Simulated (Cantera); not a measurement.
## Thermodynamics of sublimation and decomposition of ceramics, feed AlN + C + N2

Input: 1 mol AlN, 0.044 mol C, 4.6 mol N2, equilibrated at 1500 Torr.

Cantera equilibrium calculation (NASA polynomials, part measured and part estimated; ideal gas, pure solids and liquids). Candidate condensed phases: Al, AlN, C; 16 gas species. Kinetics and transport are ignored.

From 1575 K to 2675 K the condensed part is AlN(s) + C(graphite). From 2775 K to 2875 K the condensed part is C(graphite).

```json
[
 {"T (K)": "1575", "x N2": "1.00", "x Al": "2.48e-10", "x CN": "3.41e-10", "x Al2": "<1e-12", "x C2N2": "1.14e-8", "x C3": "<1e-12", "x AlC": "<1e-12", "n AlN(s)": "1.00", "n C(graphite)": "0.0440"},
 {"T (K)": "1675", "x N2": "1.00", "x Al": "4.50e-9", "x CN": "2.49e-9", "x Al2": "<1e-12", "x C2N2": "4.75e-8", "x C3": "<1e-12", "x AlC": "<1e-12", "n AlN(s)": "1.00", "n C(graphite)": "0.0440"},
 {"T (K)": "1775", "x N2": "1.00", "x Al": "5.86e-8", "x CN": "1.45e-8", "x Al2": "<1e-12", "x C2N2": "1.68e-7", "x C3": "<1e-12", "x AlC": "<1e-12", "n AlN(s)": "1.00", "n C(graphite)": "0.0440"},
 {"T (K)": "1875", "x N2": "1.000", "x Al": "5.77e-7", "x CN": "7.00e-8", "x Al2": "<1e-12", "x C2N2": "5.20e-7", "x C3": "<1e-12", "x AlC": "<1e-12", "n AlN(s)": "1.000", "n C(graphite)": "0.0440"},
 {"T (K)": "1975", "x N2": "1.000", "x Al": "4.49e-6", "x CN": "2.87e-7", "x Al2": "1.40e-11", "x C2N2": "1.44e-6", "x C3": "7.43e-12", "x AlC": "<1e-12", "n AlN(s)": "1.000", "n C(graphite)": "0.0440"},
 {"T (K)": "2075", "x N2": "1.000", "x Al": "2.86e-5", "x CN": "1.03e-6", "x Al2": "3.41e-10", "x C2N2": "3.59e-6", "x C3": "8.21e-11", "x AlC": "1.14e-11", "n AlN(s)": "1.000", "n C(graphite)": "0.0440"},
 {"T (K)": "2175", "x N2": "1.000", "x Al": "0.000153", "x CN": "3.25e-6", "x Al2": "6.15e-9", "x C2N2": "8.25e-6", "x C3": "7.24e-10", "x AlC": "1.55e-10", "n AlN(s)": "0.999", "n C(graphite)": "0.0439"},
 {"T (K)": "2275", "x N2": "0.999", "x Al": "0.000703", "x CN": "9.32e-6", "x Al2": "8.55e-8", "x C2N2": "1.76e-5", "x C3": "5.24e-9", "x AlC": "1.67e-9", "n AlN(s)": "0.997", "n C(graphite)": "0.0438"},
 {"T (K)": "2375", "x N2": "0.997", "x Al": "0.00284", "x CN": "2.44e-5", "x Al2": "9.47e-7", "x C2N2": "3.52e-5", "x C3": "3.20e-8", "x AlC": "1.47e-8", "n AlN(s)": "0.987", "n C(graphite)": "0.0436"},
 {"T (K)": "2475", "x N2": "0.990", "x Al": "0.0102", "x CN": "5.88e-5", "x Al2": "8.65e-6", "x C2N2": "6.60e-5", "x C3": "1.68e-7", "x AlC": "1.08e-7", "n AlN(s)": "0.952", "n C(graphite)": "0.0431"},
 {"T (K)": "2575", "x N2": "0.966", "x Al": "0.0337", "x CN": "0.000131", "x Al2": "6.73e-5", "x C2N2": "0.000116", "x C3": "7.71e-7", "x AlC": "6.84e-7", "n AlN(s)": "0.836", "n C(graphite)": "0.0422"},
 {"T (K)": "2675", "x N2": "0.895", "x Al": "0.104", "x CN": "0.000268", "x Al2": "0.000472", "x C2N2": "0.000185", "x C3": "3.15e-6", "x AlC": "3.86e-6", "n AlN(s)": "0.428", "n C(graphite)": "0.0404"},
 {"T (K)": "2775", "x N2": "0.836", "x Al": "0.162", "x CN": "0.000520", "x Al2": "0.000870", "x C2N2": "0.000287", "x C3": "1.16e-5", "x AlC": "1.06e-5", "n AlN(s)": "0", "n C(graphite)": "0.0370"},
 {"T (K)": "2875", "x N2": "0.835", "x Al": "0.163", "x CN": "0.000995", "x Al2": "0.000672", "x C2N2": "0.000458", "x C3": "3.87e-5", "x AlC": "1.78e-5", "n AlN(s)": "0", "n C(graphite)": "0.0313"}
]
```
x: gas mole fraction; n: condensed amount in mol.
